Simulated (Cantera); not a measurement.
## Carbothermic reduction: MgO + CO

Feed: 1 mol MgO, 4.7 mol CO, equilibrated at 1648 K.

These are equilibrium values from Cantera (NASA tables, ideal gas, pure condensed phases), not measurements of a reactor. Candidate condensed phases: C, Mg, MgCO3, MgO; 15 gas species. Rates play no part.

From 0.000100 bar to 0.370 bar the condensed part is MgO(s). From 1.90 bar to 10.0 bar the condensed part is C(graphite) + MgO(s). The main Mg-bearing gas is Mg throughout.

| P (Pa) | x CO | x Mg | x CO2 | x O | x MgO | x O2 | n MgO(s) | n C(graphite) |
|---|---|---|---|---|---|---|---|---|
| 10 | 0.980 | 0.00997 | 0.00997 | 9.48e-8 | 4.54e-8 | 1.40e-9 | 0.953 | 0 |
| 52 | 0.991 | 0.00440 | 0.00440 | 7.95e-9 | 8.74e-9 | 5.12e-11 | 0.979 | 0 |
| 270 | 0.996 | 0.00193 | 0.00193 | 6.70e-10 | 1.68e-9 | 1.89e-12 | 0.991 | 0 |
| 1400 | 0.998 | 0.000850 | 0.000850 | 5.67e-11 | 3.25e-10 | <1e-12 | 0.996 | 0 |
| 7200 | 0.999 | 0.000375 | 0.000375 | 4.86e-12 | 6.31e-11 | <1e-12 | 0.998 | 0 |
| 37000 | 1.000 | 0.000166 | 0.000166 | <1e-12 | 1.23e-11 | <1e-12 | 0.999 | 0 |
| 190000 | 1.000 | 1.38e-5 | 0.000386 | <1e-12 | 2.39e-12 | <1e-12 | 1.000 | 0.00175 |
| 1000000 | 0.998 | 5.00e-7 | 0.00202 | <1e-12 | <1e-12 | <1e-12 | 1.000 | 0.00949 |
x: gas mole fraction; n: condensed amount in mol.
